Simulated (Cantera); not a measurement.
Charge: 1 mol Si3N4, 0.64 mol H2O, 8.4 mol H2, held at 10000 Pa.

Cantera equilibrium calculation (NASA polynomials, part measured and part estimated; ideal gas, pure solids and liquids). Candidate condensed phases: H2O, Si, SiO2, Si2N2O, Si3N4; 35 gas species. Mutual solubility and eutectic melting of coexisting phases are not modelled. Gases not in the tables: Si2H6 and higher silanes. Equilibrium is a limit: real reactors are often held back by kinetics, nucleation or transport. All values below are at 1550 °C.

Base state: H2 0.866, N2 0.128, SiO 0.00469, H 0.00128, Si 4.42e-5, SiH2 3.04e-5, SiH 1.39e-5 (mole fractions); condensed: Si(l) + Si2N2O(s) + Si3N4(s).

Task: What changes in the equilibrium state with this change: pressure from 10000 Pa to 100000 Pa?

Result: 
```
species          before     after
--------------  -------  --------
H2                0.866     0.976
N2                0.128    0.0232
H               0.00128  0.000428
SiO             0.00469  0.000384
Si              4.42e-5   2.97e-6
SiH             1.39e-5   3.13e-6
SiH2            3.04e-5   2.30e-5
Si(l), mol         1.65         0
Si2N2O(s), mol    0.591     0.636
Si3N4(s), mol    0.0397     0.574
```
